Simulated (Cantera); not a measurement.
Feed: 1 mol SiC, 0.066 mol H₂O, 46 mol N₂, 0.11 mol O₂, at 2175 K and 1 atm.

Equilibrium computed with Cantera from the NASA thermochemical tables; the gas is ideal and each condensed phase is pure. Candidate condensed phases: C, C₆H₆, C₇H₈, C₈H₁₈, H₂O, Si, SiC, SiO₂, Si₂N₂O, Si₃N₄; 151 gas species. The tables' values for SiN are old estimates; treat these amounts as uncertain. The numbers say what is thermodynamically allowed, not how fast it happens.

Base state: N₂ 0.992, CO 0.00321, SiO 0.00296, H₂ 0.00127, Si 0.000234, H 0.000173, HCN 0.000119, SiN 4.16e-5 (mole fractions); condensed: SiC(s).

Problem. What changes in the equilibrium state with this change: SiC replaced by Si?

Solution. 
| species | before | after |
|---|---|---|
| N₂ | 0.992 | 0.992 |
| SiO | 0.00296 | 0.00617 |
| H₂ | 0.00127 | 0.00133 |
| CO | 0.00321 | 0 |
| HCN | 0.000119 | 0 |
| Si₂C | 1.26e-5 | 0 |
| Si₂N | 3.85e-5 | 5.71e-5 |
| Si | 0.000234 | 0.000285 |
| SiN | 4.16e-5 | 5.07e-5 |
| SiC(s), mol | 0.845 | 0 |
| Si(l), mol | 0 | 0.692 |
